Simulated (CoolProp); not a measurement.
n-perfluorobutane at 298.15 K and 0.218 MPa is throttled through a valve to 0.0188 MPa with no heat exchange. Each further row changes one setting.

Model: reference Helmholtz-energy equation of state, Gao 2022, in CoolProp.

| case | temperature change (K) | final density (kg/m³) |
|---|---|---|
| as stated | -2.8 | [?] |
| outlet pressure 0.00564 MPa | [?] | [?] |
| outlet pressure 0.0244 MPa | -2.8 | [?] |

**Question.** Some entries are withheld; supply them.

**Answer.** 
- as stated, final density (kg/m³): 1.83
- outlet pressure 0.00564 MPa, temperature change (K): -3.0
- outlet pressure 0.00564 MPa, final density (kg/m³): 0.548
- outlet pressure 0.0244 MPa, final density (kg/m³): 2.38
